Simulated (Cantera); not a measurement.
Input: 1 mol BN, 0.012 mol H2, at 2025 K and 2.00 Pa.

Cantera equilibrium calculation (NASA polynomials, part measured and part estimated; ideal gas, pure solids and liquids). Candidate condensed phases: B, BN; 15 gas species. The numbers say what is thermodynamically allowed, not how fast it happens.

Base state: N2 0.950, H 0.0335, B 0.0101, H2 0.00606, BN 4.50e-5 (mole fractions); condensed: B(s).

Problem. What changes in the equilibrium state with this change: BN replaced by AlN?

Solution. 
```
species     before    after
---------  -------  -------
Al               0    0.657
N2           0.950    0.328
H           0.0335   0.0137
B           0.0101        0
BN         4.50e-5        0
AlH              0  2.48e-5
B(s), mol    0.995        0
```
Further candidate phases: Al, AlN.

Problem. What changes in the equilibrium state with this change: BN replaced by MgO?

Solution. 
```json
[
 {"species": "Mg", "before": "0", "after": "0.407"},
 {"species": "H2O", "before": "0", "after": "0.248"},
 {"species": "H", "before": "0.0335", "after": "0.132"},
 {"species": "N2", "before": "0.950", "after": "0"},
 {"species": "O2", "before": "0", "after": "0.0426"},
 {"species": "O", "before": "0", "after": "0.0373"},
 {"species": "OH", "before": "0", "after": "0.0365"},
 {"species": "B", "before": "0.0101", "after": "0"},
 {"species": "H2", "before": "0.00606", "after": "0.0935"},
 {"species": "MgO", "before": "0", "after": "0.00168"},
 {"species": "MgOH", "before": "0", "after": "0.000909"},
 {"species": "BN", "before": "4.50e-5", "after": "0"},
 {"species": "Mg(OH)2", "before": "0", "after": "1.19e-5"},
 {"species": "B(s), mol", "before": "0.995", "after": "0"},
 {"species": "MgO(s), mol", "before": "0", "after": "0.988"}
]
```
Further candidate phases: H2O, Mg, MgO, Mg(OH)2.

Problem. What changes in the equilibrium state with this change: temperature from 2025 K to 1675 K?

Solution. 
| species | before | after |
|---|---|---|
| H2 | 0.00606 | 0.957 |
| H | 0.0335 | 0.0254 |
| N2 | 0.950 | 0.0178 |
| B | 0.0101 | 1.03e-5 |
| BH2 | 3.27e-6 | 4.77e-5 |
| BN | 4.50e-5 | 1.85e-8 |
| B(s), mol | 0.995 | 0.000439 |
| BN(s), mol | 0 | 1.000 |
Mutual solubility and eutectic melting of coexisting phases are not modelled. The tables' values for BH2 are old estimates; treat these amounts as uncertain.
